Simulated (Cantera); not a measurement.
Charge: 1 mol Cu, 6.3 mol F₂, 0.55 mol H₂, held at 96.0 mbar.

Equilibrium computed with Cantera from the NASA thermochemical tables; the gas is ideal and each condensed phase is pure. Candidate condensed phases: Cu, CuF₂; 15 gas species. Equilibrium is a limit: real reactors are often held back by kinetics, nucleation or transport.

x: gas mole fraction; n: condensed amount in mol.

```tsv
T (K)	x F	x F₂	x HF	x CuF₂	x CuF	x H₂F₂	n CuF₂(s)	n CuF₂(l)
973	0.192	0.638	0.170	5.37e-5	<1e-12	1.20e-7	1.000	0
1023	0.293	0.547	0.160	0.000247	<1e-12	9.00e-8	0.998	0
1073	0.412	0.438	0.149	0.000980	(withheld)	6.64e-8	0.993	0
1123	0.535	0.324	0.137	0.00316	(withheld)	4.86e-8	0	0.975
1173	0.645	0.221	0.126	0.00759	(withheld)	3.61e-8	0	0.934
1223	0.727	0.140	0.117	0.0168	(withheld)	2.75e-8	0	0.841
1273	0.773	0.0835	0.109	0.0348	(withheld)	2.15e-8	0	0.649
1323	0.783	0.0474	0.102	0.0675	(withheld)	1.70e-8	0	0.270
1373	0.786	0.0275	0.0974	0.0886	(withheld)	1.43e-8	0	0
1423	0.799	0.0170	0.0964	0.0877	(withheld)	1.29e-8	0	0
```

Task: Some entries are withheld; supply them.

Result: 
- 1073, x CuF: 2.93e-12
- 1123, x CuF: 3.89e-11
- 1173, x CuF: 3.61e-10
- 1223, x CuF: 2.92e-9
- 1273, x CuF: 2.08e-8
- 1323, x CuF: 1.33e-7
- 1373, x CuF: 5.30e-7
- 1423, x CuF: 1.46e-6
